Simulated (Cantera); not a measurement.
A Cantera script and its output.

```python
import numpy as np
import cantera as ct

gas = ct.Solution("gri30.yaml")
gas.TPX = 1648, 810000, {'CH4': 1, 'O2': 6.45, 'N2': 24.3}
reactor = ct.IdealGasReactor(gas, energy="on", clone=False)
net = ct.ReactorNet([reactor])
net.rtol, net.atol = 1e-08, 1e-16
show = ['CH4', 'O2', 'N2O', 'CO', 'CO2', 'OH', 'HCN']
times = np.geomspace(2e-06, 0.2, 16)

steps = ct.SolutionArray(gas, extra=["t"])
rows = []
print(f"{'t/s':>10s}{'T/K':>9s}{'P/Pa':>11s}" + "".join(f"{s:>11s}" for s in show))
for t in times:
    while net.time < t:
        t_next = net.step()
        steps.append(gas.state, t=t_next)
    rows.append([np.interp(t, steps.t, y) for y in (steps.T, steps.P, *steps(*show).X.T)])
    print(f"{t:10.3e}{rows[-1][0]:9.1f}{rows[-1][1]:11.4g}" + "".join(f"{x:11.3e}" for x in rows[-1][2:]))
rate = np.gradient(steps.T, steps.t)
print("integrator steps:", len(steps.t))
if steps.T.max() > steps.T[0] + 200:
    print(f"time of steepest temperature rise: {steps.t[rate.argmax()]:.4e} s")
gas.TPX = 1648, 810000, {'CH4': 1, 'O2': 6.45, 'N2': 24.3}
gas.equilibrate("UV")
print(f"equilibrium (UV): T = {gas.T:.1f} K  " + "  ".join(f"{s} {gas[s].X[0]:.3e}" for s in show))
```

Output:

```
       t/s      T/K       P/Pa        CH4         O2        N2O         CO        CO2         OH        HCN
 2.000e-06   1648.0    8.1e+05  3.149e-02  2.031e-01  4.717e-11  4.585e-09  3.240e-10  1.939e-07  4.648e-16
 4.309e-06   1647.9    8.1e+05  3.147e-02  2.031e-01  1.792e-10  5.303e-08  3.317e-09  3.913e-07  2.688e-15
 9.283e-06   1648.0    8.1e+05  3.141e-02  2.031e-01  7.476e-10  8.504e-07  5.190e-08  1.107e-06  1.985e-14
 2.000e-05   1649.5  8.108e+05  3.095e-02  2.028e-01  3.803e-09  2.733e-05  1.625e-06  5.393e-06  3.417e-13
 4.309e-05   1793.7  8.867e+05  1.693e-02  1.874e-01  1.014e-07  7.429e-03  4.874e-04  2.927e-04  1.959e-09
 9.283e-05   2457.4  1.211e+06  1.170e-16  1.384e-01  2.990e-06  7.055e-04  3.072e-02  4.750e-03  6.487e-13
 2.000e-04   2456.7   1.21e+06  1.379e-18  1.383e-01  2.980e-06  6.972e-04  3.073e-02  4.734e-03  5.328e-13
 4.309e-04   2455.2   1.21e+06  5.527e-20  1.380e-01  2.970e-06  6.924e-04  3.073e-02  4.709e-03  5.418e-13
 9.283e-04   2452.0  1.208e+06  5.279e-20  1.374e-01  2.953e-06  6.826e-04  3.074e-02  4.659e-03  5.591e-13
 2.000e-03   2446.0  1.205e+06  4.872e-20  1.362e-01  2.926e-06  6.644e-04  3.076e-02  4.565e-03  5.806e-13
 4.309e-03   2436.5    1.2e+06  4.277e-20  1.344e-01  2.897e-06  6.362e-04  3.079e-02  4.418e-03  5.914e-13
 9.283e-03   2425.8  1.195e+06  3.681e-20  1.324e-01  2.884e-06  6.056e-04  3.083e-02  4.256e-03  5.797e-13
 2.000e-02   2419.5  1.192e+06  3.365e-20  1.312e-01  2.885e-06  5.881e-04  3.085e-02  4.163e-03  5.648e-13
 4.309e-02   2418.3  1.191e+06  3.311e-20  1.310e-01  2.886e-06  5.850e-04  3.085e-02  4.146e-03  5.618e-13
 9.283e-02   2418.3  1.191e+06  3.310e-20  1.310e-01  2.886e-06  5.850e-04  3.085e-02  4.146e-03  5.617e-13
 2.000e-01   2418.3  1.191e+06  3.310e-20  1.310e-01  2.886e-06  5.850e-04  3.085e-02  4.146e-03  5.617e-13
integrator steps: 1592
time of steepest temperature rise: 4.5857e-05 s
equilibrium (UV): T = 2418.3 K  CH4 4.988e-20  O2 1.310e-01  N2O 2.886e-06  CO 5.850e-04  CO2 3.085e-02  OH 4.146e-03  HCN 5.617e-13
```

Model: GRI-Mech 3.0 (53 species, 325 reactions), integrated in Cantera.
